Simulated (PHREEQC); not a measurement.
# Nickel, zinc or cadmium bath (model solution)

Solution (25 °C): 0.55 mol ZnCl2 and 0.00042 mol HCl per kg of water. Closed to the air; pH follows from the charge balance.

The numbers come from PHREEQC with the ion-association model, wateq4f.dat.

The pH is 3.51 and the ionic strength is 1.17 mol/kgw. The activity of water is 0.978 and the total alkalinity is -0.420 meq/kg.

```json
[
 {"species": "Cl-", "molality": "0.734", "activity": "0.434", "log γ": "-0.228"},
 {"species": "Zn+2", "molality": "0.339", "activity": "0.0668", "log γ": "-0.705"},
 {"species": "ZnCl+", "molality": "0.132", "activity": "0.0780", "log γ": "-0.228"},
 {"species": "ZnCl3-", "molality": "0.0291", "activity": "0.0172", "log γ": "-0.228"},
 {"species": "ZnCl2", "molality": "0.0271", "activity": "0.0354", "log γ": "0.117"},
 {"species": "ZnCl4-2", "molality": "0.0234", "activity": "0.00375", "log γ": "-0.795"},
 {"species": "H+", "molality": "0.000423", "activity": "0.000312", "log γ": "-0.131"},
 {"species": "ZnOHCl", "molality": "2.30e-6", "activity": "3.01e-6", "log γ": "0.117"},
 {"species": "ZnOH+", "molality": "2.80e-7", "activity": "2.30e-7", "log γ": "-0.086"}
]
```

No solid was allowed to form. The ionic strength is past about 0.7 mol/kgw, beyond the range of this activity model, so the values are rough.
